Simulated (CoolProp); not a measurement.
Computed with CoolProp (reference Helmholtz-energy equation of state, Gao 2020).

Question: For ammonia, give the phase and the density (kg/m³), conductivity (mW/(m K)) at 266.05 °C and 3930 kPa.

Answer: 
- 266.05 °C and 3930 kPa: gas; density 15.6, conductivity 62.3

Thermal conductivity comes from a separate model (Tufeu 1984).
